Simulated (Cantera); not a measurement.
## Adiabatic ignition

An adiabatic, constant-volume homogeneous reactor starts with 5.75 % CH₄, 0.184 % CO, 7.24 % O₂, 86.8 % N₂, at 1250 K and 3750 Torr.

Computed with Cantera and GRI-Mech 3.0 (53 species, 325 reactions).

```tsv
t (s)	T (K)	P (bar)	x CH₄	x CO	x O₂	x C₂H₂	x H₂O
3.00e-6	1250	5.00	0.0575	0.00184	0.0724	<1e-12	3.36e-10
9.49e-6	1250	5.00	0.0575	0.00184	0.0724	<1e-12	1.59e-9
3.00e-5	1250	5.00	0.0575	0.00184	0.0724	<1e-12	1.05e-8
9.49e-5	1250	5.00	0.0575	0.00184	0.0724	<1e-12	1.08e-7
0.000300	1250	5.00	0.0575	0.00184	0.0724	<1e-12	1.31e-6
0.000949	1250	5.00	0.0575	0.00184	0.0724	4.12e-12	1.22e-5
0.00300	1251	5.00	0.0574	0.00184	0.0724	1.88e-10	6.76e-5
0.00949	1254	5.02	0.0568	0.00193	0.0720	1.10e-8	0.000485
0.0300	2070	8.63	8.19e-6	0.0422	7.50e-8	4.99e-6	0.0691
0.0949	2070	8.63	8.95e-11	0.0422	7.67e-8	<1e-12	0.0691
0.300	2070	8.63	8.80e-11	0.0422	7.68e-8	<1e-12	0.0691
0.949	2070	8.63	8.79e-11	0.0422	7.68e-8	<1e-12	0.0691
3.00	2070	8.63	8.79e-11	0.0422	7.68e-8	<1e-12	0.0691
```
x: mole fraction; the columns are a selection and need not sum to one.

```json
{
 "time_of_steepest_temperature_rise": "22.7 ms",
 "temperature at 3.00 s": "2070 K",
 "equilibrium_temperature": "2070 K",
 "x(CH₄) at 3.00 s": "8.79e-11 (gas-phase equilibrium 9.88e-11)",
 "x(CO) at 3.00 s": "0.0422 (gas-phase equilibrium 0.0422)",
 "x(O₂) at 3.00 s": "7.68e-8 (gas-phase equilibrium 7.68e-8)"
}
```
